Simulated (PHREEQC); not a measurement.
Buffer: speciation

Solution (25 °C): 0.0009 mol NaHCO3 and 0.006 mol Na2B4O7 per kg of water. Closed to the air; pH follows from the charge balance.

Equilibrium calculation in PHREEQC: ion-association model, wateq4f.dat.

No solid was allowed to form.

Task: What pH, ionic strength does the model give?

Result: pH 9.18; ionic strength 0.0130 mol/kgw.

Task: In which forms is C present?

Result: HCO3- 89 %, CO3-2 8.8 %, NaCO3- 1.3 %, NaHCO3 0.5 % of the C.
